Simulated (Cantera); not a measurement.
An isothermal, constant-pressure homogeneous reactor starts with N2O : H2O = 1 : 0.12 (molar parts), at 1450 K and 750 Torr.

Cantera simulation using GRI-Mech 3.0 (53 species, 325 reactions); the numbers are that mechanism's predictions, not measurements. GRI-Mech 3.0 was tuned for natural gas; its chemistry of N2O as a main component is partial and can be far from experiment. The temperature is held fixed by assumption; the heat of reaction is taken as removed at once.

x: mole fraction; the columns are a selection and need not sum to one.

| t (s) | x N2O | x H2O | x OH | x NO | x H2O2 |
|---|---|---|---|---|---|
| 0.000300 | 0.876 | 0.106 | 0.000276 | 0.00200 | 3.39e-7 |
| 0.00102 | 0.838 | 0.105 | 0.000292 | 0.00644 | 2.61e-7 |
| 0.00345 | 0.725 | 0.101 | 0.000303 | 0.0195 | 1.86e-7 |
| 0.0117 | 0.472 | 0.0914 | 0.000288 | 0.0477 | 1.31e-7 |
| 0.0396 | (withheld) | 0.0797 | (withheld) | 0.0778 | (withheld) |
| 0.134 | 0.0126 | 0.0745 | 9.64e-5 | 0.0844 | 2.08e-8 |
| 0.455 | 1.76e-5 | 0.0741 | 4.58e-5 | 0.0843 | 5.92e-9 |
| 1.54 | 1.68e-6 | 0.0741 | 4.57e-5 | 0.0842 | 5.89e-9 |
| 5.22 | 1.67e-6 | 0.0741 | 4.57e-5 | 0.0839 | 5.89e-9 |
| 17.7 | 1.64e-6 | 0.0741 | 4.57e-5 | 0.0830 | 5.90e-9 |
| 60.0 | 1.53e-6 | 0.0741 | 4.58e-5 | 0.0802 | 5.91e-9 |

Question: Fill in the missing entries.

Answer: 
- 0.0396, x N2O: 0.155
- 0.0396, x OH: 0.000220
- 0.0396, x H2O2: 7.82e-8
